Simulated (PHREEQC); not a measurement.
Make-up at 20 °C: 0.0059 mol H3PO4 and 0.038 mol K2HPO4 per kg of water. Closed to the air; pH follows from the charge balance.

The numbers come from PHREEQC with the ion-association model, wateq4f.dat.

No solid was allowed to form.

Problem. Order these P species by the share of P that they hold, largest first: HPO4-2, KHPO4-, H2PO4-.

Solution. HPO4-2 (69 %), H2PO4- (27 %), KHPO4- (3.6 %)

The pH is 7.31 and the ionic strength 0.105 mol/kgw. Species that the database lacks are ignored. H3PO4, which wateq4f.dat lacks, is added to it with the constant of phreeqc.dat.
